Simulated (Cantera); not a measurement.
Input: 1 mol Ti(OiPr)₄, 230 mol H₂, at 1948.15 K and 5.30 mbar.

Equilibrium computed with Cantera from the NASA thermochemical tables; the gas is ideal and each condensed phase is pure. Candidate condensed phases: C, C₆H₆, C₇H₈, C₈H₁₈, H₂O, Ti, TiC, TiO, TiO₂, Ti₂O₃, Ti₃O₅, Ti₄O₇; 113 gas species. The feed counts by its element totals alone. TiC: taken at fixed stoichiometry. Equilibrium is a limit: real reactors are often held back by kinetics, nucleation or transport.

Base state: H₂ 0.968, CO 0.0160, H 0.0153, C₂H₂ (acetylene) 0.000522 (mole fractions); condensed: C(graphite) + TiC(s).

Problem. What changes in the equilibrium state with this change: temperature from 1948.15 K to 2150 K?

Solution. 
```tsv
species	before	after
H₂	0.968	0.927
H	0.0153	0.0558
CO	0.0160	0.0157
C₂H₂ (acetylene)	0.000522	0.00180
C(graphite), mol	6.74	6.08
TiC(s), mol	1.000	0.999
```
